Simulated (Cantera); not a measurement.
# Catalytic stagnation flow on Pt

A jet of 7.28 % CH4, 14.0 % O2, 78.8 % N2, equivalence ratio 1.0 at 300 K and 19000 Pa hits a platinum plate 3.1 cm away at a mass flux of 0.022 kg/m²/s; the plate temperature is set and raised in steps from an oxygen-covered start.

Model: Deutschmann's 1995 Pt surface mechanism with GRI-Mech 3.0 gas chemistry, integrated in Cantera. Catalytic surfaces can have several steady states; this one follows from the mechanism file's or the stated starting coverage.

```json
[
 {"plate T (K)": "950", "wall x CH4": "0.00291", "wall x O2": "0.00156", "wall x H2O": "0.129", "wall x OH": "<1e-8", "wall x CO": "0.0205", "wall x CO2": "0.0619", "θ free Pt": "0.722", "θ H*": "0.000292", "θ CO*": "0.276", "θ C*": "0.00182"},
 {"plate T (K)": "1000", "wall x CH4": "0.00224", "wall x O2": "0.00127", "wall x H2O": "0.129", "wall x OH": "<1e-8", "wall x CO": "0.0223", "wall x CO2": "0.0605", "θ free Pt": "0.825", "θ H*": "0.000509", "θ CO*": "0.172", "θ C*": "0.00153"},
 {"plate T (K)": "1050", "wall x CH4": "0.00190", "wall x O2": "0.00113", "wall x H2O": "0.129", "wall x OH": "<1e-8", "wall x CO": "0.0223", "wall x CO2": "0.0609", "θ free Pt": "0.900", "θ H*": "0.000735", "θ CO*": "0.0977", "θ C*": "0.00111"},
 {"plate T (K)": "1100", "wall x CH4": "0.00176", "wall x O2": "0.00108", "wall x H2O": "0.127", "wall x OH": "1.14e-8", "wall x CO": "0.0209", "wall x CO2": "0.0627", "θ free Pt": "0.947", "θ H*": "0.000910", "θ CO*": "0.0514", "θ C*": "0.000706"},
 {"plate T (K)": "1150", "wall x CH4": "0.00171", "wall x O2": "0.00108", "wall x H2O": "0.125", "wall x OH": "2.78e-8", "wall x CO": "0.0185", "wall x CO2": "0.0655", "θ free Pt": "0.972", "θ H*": "0.00101", "θ CO*": "0.0260", "θ C*": "0.000417"}
]
```
x: mole fraction at the wall; θ: surface coverage.
